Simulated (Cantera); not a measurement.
# Equilibrium for carbothermic reduction: PbO + CO + N2

Feed: 1 mol PbO, 14 mol CO, 0.29 mol N2, held at 1450 K and 420 Torr.

Method: chemical equilibrium by Gibbs-energy minimisation in Cantera with the NASA 1993 tables (ideal gas, pure condensed phases). Candidate condensed phases: C, Pb, PbO, PbO2, Pb3O4; 27 gas species. Equilibrium is a limit: real reactors are often held back by kinetics, nucleation or transport.

```
Quantity                                   Result
--------------------------------------  ---------
x(CO)                                       0.886
x(CO2)                                     0.0681
x(Pb)                                      0.0266
x(N2)                                      0.0198
x(Pb2)                                    8.02e-6
x(PbO)                                    1.32e-6
n(Pb(l))                                0.609 mol
gas amount                              14.68 mol
log10 activity of C(graphite) (absent)      -2.17
```
